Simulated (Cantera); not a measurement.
Input (Python, Cantera) and output of one run.

```python
import numpy as np
import cantera as ct

gas_names = """
    B BCL BCL2 BCL3 BN B2 CL CL2 N N2
""".split()
cond_names = """
    B(b) B(L) BN(s)
""".split()


# ... load() reads the species with a 1 bar reference pressure and builds the phases ...
atoms = {
    'BN': {'B': 1, 'N': 1},
    'Cl2': {'CL': 2},
}
top_T = {'BN(s)': 3200}  # K; cautious upper limits of use, not melting points


# ... equilibrate(T, P, feed) seeds the gas with the atoms and calls Mixture.equilibrate('TP', solver="vcs", rtol=1e-11, max_steps=5000) ...
results = []
feed = {'BN': 1, 'Cl2': 1.8}  # mol
T = 1600  # K
P = 2000  # Pa
mix = equilibrate(T, P, feed)
results.append((T, P, feed, dict(zip(mix.species_names, mix.species_moles))))
x = sorted(zip(gas.X, gas.species_names), reverse=True)
print(f"T = {T:g} K  P = {P:g} Pa  gas = {mix.phase_moles(0):.4g} mol")
print("   x: " + "  ".join(f"{s} {v:.3e}" for v, s in x if v > 1e-05))
print("   condensed (mol): " + ("  ".join(f"{mix.phase(i).name} {mix.phase_moles(i):.4g}"
      for i in range(1, mix.n_phases) if mix.phase_moles(i) > 1e-12) or "none"))
```

Result:

```
T = 1600 K  P = 2000 Pa  gas = 1.985 mol
   x: BCL3 5.037e-01  N2 2.518e-01  CL 1.867e-01  CL2 5.775e-02  BCL2 2.826e-05
   condensed (mol): none
```

These are equilibrium values from Cantera (NASA tables, ideal gas, pure condensed phases), not measurements of a reactor. The tables' values for BCl2 are old estimates; treat these amounts as uncertain.
